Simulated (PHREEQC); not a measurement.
Spent oxide etchant: an equilibrium model

Solution (20 °C): 0.011 mol HF, 0.066 mol (NH4)2SiF6, 0.001 mol H3PO4 and 0.0011 mol HCl per kg of water. Closed to the air; pH follows from the charge balance.

Equilibrium calculation in PHREEQC: ion-association model, phreeqc.dat.

Each row changes one thing in this solution. No solid was allowed to form.

| case | pH | ionic strength (mol/kgw) | HF (mol/kgw) | F- (mol/kgw) | H2PO4- (mol/kgw) | H3PO4 (mol/kgw) |
|---|---|---|---|---|---|---|
| as made | 2.45 | 0.202 | 0.00832 | 0.00253 | 0.000740 | 0.000260 |
| diluted 10-fold with water | 3.04 | 0.0205 | 0.00169 | 0.00154 | ___ | 1.00e-5 |
| (NH4)2SiF6 left out | 2.45 | 0.00380 | 0.00892 | 0.00195 | 0.000683 | 0.000317 |
| 0.05 mol/kgw NH4Br added | 2.45 | 0.253 | 0.00826 | 0.00259 | 0.000745 | 0.000255 |
| (NH4)2SiF6 from 0.066 to 0.0594 mol/kgw | 2.45 | 0.183 | 0.00835 | 0.00250 | 0.000738 | 0.000262 |
| 0.12 mol/kgw H2SO4 added | 0.92 | 0.370 | 0.0117 | 0.000117 | 8.42e-5 | 0.000916 |
| diluted 100-fold with water | 3.25 | 0.00222 | 0.000928 | 0.00126 | 9.31e-6 | 6.91e-7 |
| H3PO4 from 0.001 to 0.002 mol/kgw | ___ | 0.203 | 0.00853 | 0.00233 | 0.00144 | 0.000561 |

Problem. Complete the blanks.

Solution. 
- diluted 10-fold with water, H2PO4- (mol/kgw): 9.00e-5
- H3PO4 from 0.001 to 0.002 mol/kgw, pH: 2.40

Complexes and solids missing from the database can't appear. Some of these states are supersaturated (in Quartz (slow to form), Chalcedony (slow to form), for instance). SiF6-2 is the database's only silicon fluoride.
